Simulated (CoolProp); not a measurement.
Vapour pressure (bar) of R13: the reference equation beside estimates from Tc = 29.9 °C, pc = 39.73 bar, ω = 0.175. Clausius-Clapeyron is anchored at -119.05 °C with a constant enthalpy of vaporisation of 17.31 kJ/mol.

Model: reference Helmholtz-energy equation of state, Platzer 1990, in CoolProp. This equation is an older, rougher fit; its heat capacities, sound speeds and derivatives of the liquid may be far off and weren't checked against measurements.

```csv
T (°C),reference,Clausius-Clapeyron,van der Waals,Soave-Redlich-Kwong,Peng-Robinson
-119.05,0.07636,0.07636,1.236,0.07271,0.07762
-108.65,0.1788,0.1794,1.888,0.1717,0.1796
-98.25,0.3731,0.3809,2.748,0.3610,0.3718
-87.95,0.7045,0.7385,3.834,0.6866,0.6988
-77.55,1.240,1.343,5.195,1.216,1.226
-67.15,2.048,2.298,6.845,2.021,2.023
-56.85,3.193,3.719,8.788,3.168,3.154
-46.45,4.784,5.785,11.08,4.770,4.731
-36.15,6.877,8.623,13.70,6.887,6.814
-25.75,9.609,12.48,16.72,9.659,9.546
-15.35,13.06,17.52,20.12,13.17,13.02
```

Absolute difference from the reference over all 11 rows, mean and median: Clausius-Clapeyron 14.1 and 12.2 %, van der Waals 422.1 and 234.2 %, Soave-Redlich-Kwong 1.9 and 1.3 %, Peng-Robinson 0.9 and 0.9 %.
